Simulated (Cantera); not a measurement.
Feed: 1 mol Si2H6, 20 mol NO, 8.3 mol H2, 2.6 mol N2O, equilibrated at 0.480 bar.

Equilibrium computed with Cantera from the NASA thermochemical tables; the gas is ideal and each condensed phase is pure. Candidate condensed phases: H2O, Si, SiO2, Si2N2O, Si3N4; 35 gas species. The feed counts by its element totals alone. The tables hold silica as quartz up to 1696 K and as liquid above; real silica turns to tridymite and cristobalite and melts near 1996 K. Gases not in the tables: Si(OH)4. Rates play no part.

x: gas mole fraction; n: condensed amount in mol.

```
T (K)   x N2  x H2O   x O2  x NO      x OH  n SiO2(α-quartz)  n SiO2(β-quartz)  n SiO2(condensed)
-----  -----  -----  -----  ----  --------  ----------------  ----------------  -----------------
625    0.457  0.410  0.132     …  2.07e-12              2.00                 0                  0
725    0.457  0.410  0.132     …  1.52e-10              2.00                 0                  0
825    0.457  0.410  0.132     …   3.96e-9              2.00                 0                  0
925    0.457  0.410  0.132     …   5.11e-8                 0              2.00                  0
1025   0.457  0.410  0.132     …   4.02e-7                 0              2.00                  0
1125   0.457  0.410  0.132     …   2.19e-6                 0              2.00                  0
1225   0.457  0.410  0.132     …   9.05e-6                 0              2.00                  0
1325   0.457  0.410  0.132     …   3.02e-5                 0              2.00                  0
1425   0.457  0.410  0.132     …   8.53e-5                 0              2.00                  0
1525   0.457  0.410  0.132     …  0.000210                 0              2.00                  0
1625   0.457  0.410  0.132     …  0.000462                 0              2.00                  0
1725   0.456  0.410  0.131     …  0.000929                 0                 0               2.00
```

Problem. Complete the blanks.

Solution. 
- 625, x NO: 2.59e-8
- 725, x NO: 2.93e-7
- 825, x NO: 1.84e-6
- 925, x NO: 7.76e-6
- 1025, x NO: 2.47e-5
- 1125, x NO: 6.42e-5
- 1225, x NO: 0.000143
- 1325, x NO: 0.000281
- 1425, x NO: 0.000503
- 1525, x NO: 0.000833
- 1625, x NO: 0.00130
- 1725, x NO: 0.00192
